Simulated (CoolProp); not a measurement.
Properties of R236FA along the isotherm 400 K (Tc = 398.1 K, pc = 3191 kPa, ω = 0.377).

Computed with CoolProp (reference Helmholtz-energy equation of state, Pan 2012).

```
p (kPa)          phase  isothermal compressibility (1/MPa)  Prandtl number
-------  -------------  ----------------------------------  --------------
101                gas                               10.01           0.673
170                gas                               5.994           0.675
287                gas                               3.599           0.680
485                gas                               2.183           0.689
818                gas                               1.357           0.706
1380               gas                              0.8893           0.746
2330               gas                              0.7114           0.886
3930     supercritical                              0.1398            3.26
6640     supercritical                             0.02971            2.87
11200    supercritical                             0.01338            2.95
18900    supercritical                            0.007118            3.19
31900    supercritical                            0.004062            3.59
```

Viscosity comes from a separate model (Huber 2003), an estimate that may be off by 10 % or more. Thermal conductivity comes from a separate model (Huber 2003), an estimate that may be off by 10 % or more.
